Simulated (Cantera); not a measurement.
A perfectly stirred reactor is fed with 16.9 % CH4, 83.1 % CO2, at 2780 Torr; it is held at 2123 K, and followed from long to short residence time.

Model: GRI-Mech 3.0 (53 species, 325 reactions), integrated in Cantera.

Question: Predict: x(CH4) at τ = 3.30 s; x(CO2) at τ = 3.30 s; x(O) at τ = 3.30 s; x(CH2) at τ = 3.30 s; x(CH2CO) at τ = 3.30 s; x(CH4) at τ = 23.0 ms; x(CO2) at τ = 23.0 ms; x(O) at τ = 23.0 ms; x(CH2) at τ = 23.0 ms; x(CH2CO) at τ = 23.0 ms.

Answer: 
```json
{
  "x(CH4) at τ = 3.30 s": "4.53e-6",
  "x(CO2) at τ = 3.30 s": "0.299",
  "x(O) at τ = 3.30 s": "9.89e-7",
  "x(CH2) at τ = 3.30 s": "4.44e-9",
  "x(CH2CO) at τ = 3.30 s": "1.43e-8",
  "x(CH4) at τ = 23.0 ms": "0.000904",
  "x(CO2) at τ = 23.0 ms": "0.302",
  "x(O) at τ = 23.0 ms": "6.19e-7",
  "x(CH2) at τ = 23.0 ms": "6.29e-7",
  "x(CH2CO) at τ = 23.0 ms": "2.86e-6"
}
```
